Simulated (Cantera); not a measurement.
Input: 1 mol Ta(OEt)5, 1.8 mol O2, at 2750 K and 2.10 Pa.

Method: chemical equilibrium by Gibbs-energy minimisation in Cantera with the NASA 1993 tables (ideal gas, pure condensed phases). Candidate condensed phases: C, C6H6, C7H8, C8H18, H2O, Ta, TaC, Ta2O5; 113 gas species. The feed counts by its element totals alone. TaC: taken at fixed stoichiometry. Condensed phases not in the tables: Ta2C. Equilibrium is a limit: real reactors are often held back by kinetics, nucleation or transport.

Base state: H 0.733, CO 0.254, C 0.0108, H2 0.00241, C2 0.000278, C3 0.000172, Ta 5.44e-5 (mole fractions); condensed: TaC(s).

Q: What changes in the equilibrium state with this change: pressure from 2.10 Pa to 3.00 mbar?

A: 
| species | before | after |
|---|---|---|
| H | 0.733 | 0.520 |
| CO | 0.254 | 0.300 |
| H2 | 0.00241 | 0.173 |
| C | 0.0108 | 0.000886 |
| Ta | 5.44e-5 | 3.24e-8 |
| C4H2 | <1e-9 | 1.40e-5 |
| C2H2 (acetylene) | 2.43e-7 | 0.00242 |
| C2H | 8.56e-6 | 0.000841 |
| TaC(s), mol | 0.998 | 1.000 |

Q: What changes in the equilibrium state with this change: temperature from 2750 K to 1573 K?

A: 
```tsv
species	before	after
H2	0.00241	0.587
CO	0.254	0.406
H	0.733	0.00680
C	0.0108	<1e-9
Ta	5.44e-5	<1e-9
C2	0.000278	<1e-9
C3	0.000172	<1e-9
TaC(s), mol	0.998	1.00
C(graphite), mol	0	0.399
```

Q: What changes in the equilibrium state with this change: Ta(OEt)5 replaced by V?

A: 
```json
[
 {"species": "O", "before": "4.68e-8", "after": "0.695"},
 {"species": "VO", "before": "0", "after": "0.150"},
 {"species": "VO2", "before": "0", "after": "0.112"},
 {"species": "H", "before": "0.733", "after": "0"},
 {"species": "CO", "before": "0.254", "after": "0"},
 {"species": "V", "before": "0", "after": "0.0375"},
 {"species": "C", "before": "0.0108", "after": "0"},
 {"species": "Ta", "before": "5.44e-5", "after": "0"},
 {"species": "O2", "before": "<1e-9", "after": "0.00513"},
 {"species": "H2", "before": "0.00241", "after": "0"},
 {"species": "C2", "before": "0.000278", "after": "0"},
 {"species": "TaC(s), mol", "before": "0.998", "after": "0"}
]
```
Further candidate phases: V, VO, V2O3, V2O4, V2O5.
